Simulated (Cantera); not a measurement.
A closed system holds: 1 mol MgO, 2.9 mol O₂, 0.19 mol CO₂, 0.17 mol SO₂, at 10.0 Torr.

Method: chemical equilibrium by Gibbs-energy minimisation in Cantera with the NASA 1993 tables (ideal gas, pure condensed phases). Candidate condensed phases: C, Mg, MgCO₃, MgO, MgS, MgSO₄, S; 26 gas species. Equilibrium is a limit: real reactors are often held back by kinetics, nucleation or transport.

Which condensed phases are stable at each of these points (T (K)): 600, 700, 800, 900, 1000, 1100, 1200, 1300, 1400?


```tsv
T (K)	condensed phases	Mg condensed (%)
600	MgO(s) + MgSO₄(s)	100.0
700	MgO(s) + MgSO₄(s)	100.0
800	MgO(s) + MgSO₄(s)	100.0
900	MgO(s) + MgSO₄(s)	100.0
1000	MgO(s) + MgSO₄(s)	100.0
1100	MgO(s)	100.0
1200	MgO(s)	100.0
1300	MgO(s)	100.0
1400	MgO(s)	100.0
```

From 600 K to 1000 K the condensed part is MgO(s) + MgSO₄(s). From 1100 K to 1400 K the condensed part is MgO(s).
